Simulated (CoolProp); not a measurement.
Vapour-liquid equilibrium of R245fa (1) + n-pentane (2) at 330.4 K; x and y are mole fractions of (1).

The numbers come from the multi-fluid Helmholtz-energy mixture model, Akasaka 2015 and Thol 2019; pair parameters Bell 2016 in CoolProp.

```json
[
 {"x": "0.05", "bubble pressure, mixture model (MPa)": "0.2824", "bubble pressure, Raoult's law (MPa)": "0.2096", "y, mixture model": "0.311", "y, Raoult's law": "0.102"},
 {"x": "0.125", "bubble pressure, mixture model (MPa)": "0.3652", "bubble pressure, Raoult's law (MPa)": "0.2268", "y, mixture model": "0.485", "y, Raoult's law": "0.236"},
 {"x": "0.2", "bubble pressure, mixture model (MPa)": "0.4135", "bubble pressure, Raoult's law (MPa)": "0.2439", "y, mixture model": "0.561", "y, Raoult's law": "0.350"},
 {"x": "0.275", "bubble pressure, mixture model (MPa)": "0.4415", "bubble pressure, Raoult's law (MPa)": "0.2611", "y, mixture model": "0.601", "y, Raoult's law": "0.450"},
 {"x": "0.35", "bubble pressure, mixture model (MPa)": "0.4581", "bubble pressure, Raoult's law (MPa)": "0.2783", "y, mixture model": "0.626", "y, Raoult's law": "0.537"},
 {"x": "0.425", "bubble pressure, mixture model (MPa)": "0.4685", "bubble pressure, Raoult's law (MPa)": "0.2955", "y, mixture model": "0.645", "y, Raoult's law": "0.615"},
 {"x": "0.5", "bubble pressure, mixture model (MPa)": "0.4757", "bubble pressure, Raoult's law (MPa)": "0.3127", "y, mixture model": "0.661", "y, Raoult's law": "0.683"},
 {"x": "0.575", "bubble pressure, mixture model (MPa)": "0.4811", "bubble pressure, Raoult's law (MPa)": "0.3299", "y, mixture model": "0.677", "y, Raoult's law": "0.745"},
 {"x": "0.65", "bubble pressure, mixture model (MPa)": "0.4848", "bubble pressure, Raoult's law (MPa)": "0.3471", "y, mixture model": "0.697", "y, Raoult's law": "0.800"},
 {"x": "0.725", "bubble pressure, mixture model (MPa)": "0.4863", "bubble pressure, Raoult's law (MPa)": "0.3642", "y, mixture model": "0.724", "y, Raoult's law": "0.850"},
 {"x": "0.8", "bubble pressure, mixture model (MPa)": "0.4838", "bubble pressure, Raoult's law (MPa)": "0.3814", "y, mixture model": "0.761", "y, Raoult's law": "0.896"},
 {"x": "0.875", "bubble pressure, mixture model (MPa)": "0.4743", "bubble pressure, Raoult's law (MPa)": "0.3986", "y, mixture model": "0.817", "y, Raoult's law": "0.938"},
 {"x": "0.95", "bubble pressure, mixture model (MPa)": "0.4525", "bubble pressure, Raoult's law (MPa)": "0.4158", "y, mixture model": "0.907", "y, Raoult's law": "0.976"}
]
```

The largest gap from Raoult's law is +69.5 % in bubble pressure, at x = 0.2. y crosses x between x = 0.65 and 0.725: the model has an azeotrope there.

Pair parameters are fitted to limited data, so mixtures are less certain than the pure fluids. With so large a gap from Raoult's law the liquid may split in two, which this calculation doesn't test in full.
